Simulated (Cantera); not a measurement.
## Ignition delay

Mixture: 3.87 % C3H8, 20.2 % O2, 75.9 % N2, at 12.8 atm, adiabatic and at constant volume. Ignition delay is the time to a rise of 400 K.

Detailed kinetics in Cantera: GRI-Mech 3.0 (53 species, 325 reactions). GRI-Mech 3.0 was tuned for natural gas; its chemistry of propane as a main component is partial and can be far from experiment. The pressure lies above the range GRI-Mech 3.0 was tuned for (to about 10 atm).

| T0 (K) | delay (ms) |
|---|---|
| 1325 | 0.160 |
| 1400 | 0.0535 |
| 1475 | 0.0208 |
| 1550 | 0.00934 |
| 1625 | 0.00480 |

```yaml
apparent activation energy between 1475 and 1625 K: 190 kJ/mol
```
